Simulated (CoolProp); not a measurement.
Vapour-liquid equilibrium of ethane (1) + C2F6 (R116) (2) at 207.1 K; x and y are mole fractions of (1).

The numbers come from the multi-fluid Helmholtz-energy mixture model, Bücker 2006 and Lemmon 2006; pair parameters Bell 2016 in CoolProp.

### Question
Give the bubble pressure and the first vapour's composition at x = 0.2, 0.275, 0.95. Is there an azeotrope?

### Answer
x = 0.2: 0.2996 MPa, y = 0.472; x = 0.275: 0.3262 MPa, y = 0.543; x = 0.95: 0.3291 MPa, y = 0.867. y crosses x between x = 0.65 and 0.725: the model has an azeotrope there.

The pair parameters rest on a limited set of measurements; away from them the model extrapolates. With so large a gap from Raoult's law the liquid may split in two, which this calculation doesn't test in full.
